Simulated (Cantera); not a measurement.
Cantera run, input and output.

```python
import numpy as np
import cantera as ct

gas = ct.Solution("gri30.yaml", transport_model="multicomponent")
show = ['NH3', 'H2', 'H2O']

rows = []
print(f"{'T/K':>7s}{'rho':>11s}{'cp':>10s}{'mu':>11s}{'lambda':>11s}{'Pr':>7s}" + "".join(f"{'D_' + s:>11s}" for s in show))
for T in [400, 650, 900, 1150, 1400, 1650, 1900, 2150, 2400]:
    gas.TPX = T, 101325, {'O2': 0.91}
    Pr = gas.cp_mass * gas.viscosity / gas.thermal_conductivity
    D = [gas.mix_diff_coeffs_mole[gas.species_index(s)] for s in show]
    rows.append([gas.density, gas.cp_mass, gas.viscosity, gas.thermal_conductivity, Pr, *D])
    print(f"{T:7g}{gas.density:11.4e}{gas.cp_mass:10.1f}{gas.viscosity:11.4e}"
          f"{gas.thermal_conductivity:11.4e}{Pr:7.3f}" + "".join(f"{d:11.4e}" for d in D))
print("SI units: kg/m3, J/kg/K, Pa s, W/m/K, m2/s")
```

It prints:

```
    T/K        rho        cp         mu     lambda     Pr      D_NH3       D_H2      D_H2O
    400 9.7487e-01     941.4 2.5629e-05 3.3889e-02  0.712 3.8535e-05 1.3169e-04 3.9942e-05
    650 5.9992e-01    1017.4 3.5981e-05 5.1551e-02  0.710 9.3779e-05 2.9719e-04 9.8599e-05
    900 4.3327e-01    1073.7 4.4705e-05 6.7676e-02  0.709 1.6633e-04 5.1059e-04 1.7618e-04
   1150 3.3908e-01    1108.6 5.2496e-05 8.2135e-02  0.709 2.5380e-04 7.6669e-04 2.6994e-04
   1400 2.7853e-01    1134.2 5.9661e-05 9.5570e-02  0.708 3.5469e-04 1.0620e-03 3.7819e-04
   1650 2.3633e-01    1155.4 6.6364e-05 1.0835e-01  0.708 4.6801e-04 1.3940e-03 4.9983e-04
   1900 2.0524e-01    1174.1 7.2707e-05 1.2067e-01  0.707 5.9304e-04 1.7606e-03 6.3405e-04
   2150 1.8137e-01    1191.7 7.8755e-05 1.3270e-01  0.707 7.2924e-04 2.1602e-03 7.8026e-04
   2400 1.6248e-01    1209.0 8.4555e-05 1.4455e-01  0.707 8.7620e-04 2.5913e-03 9.3805e-04
SI units: kg/m3, J/kg/K, Pa s, W/m/K, m2/s
```

Computed with Cantera and GRI-Mech 3.0 (53 species, 325 reactions).
